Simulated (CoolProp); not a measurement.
Acetone at several states: density (kg/m³) from the reference equation and from simpler models built on Tc = 508.1 K, pc = 4.692 MPa, ω = 0.307; each cubic takes its own stable root.

Values from CoolProp's reference Helmholtz-energy equation of state, Lemmon 2006. It is a short technical equation, of lower accuracy than the large ones.

```
T (K)  p (MPa)   phase  reference
-----  -------  ------  ---------
258.6     20.2  liquid      841.8
542.6    0.232     gas      3.034
203.3    0.707  liquid      886.8
472.9   0.0264     gas     0.3911
359.9     1.76  liquid      713.8
```

### Question
How far does each simpler model (van der Waals, Soave-Redlich-Kwong, Peng-Robinson) lie from the reference over these 5 states: mean and median of the absolute difference, and the worst?

### Answer
- van der Waals: mean 29.2 %, median 47.6 %, worst -49.7 % at 203.3 K and 0.707 MPa
- Soave-Redlich-Kwong: mean 13.7 %, median 21.7 %, worst -23.9 % at 203.3 K and 0.707 MPa
- Peng-Robinson: mean 7.8 %, median 11.4 %, worst -14.7 % at 203.3 K and 0.707 MPa
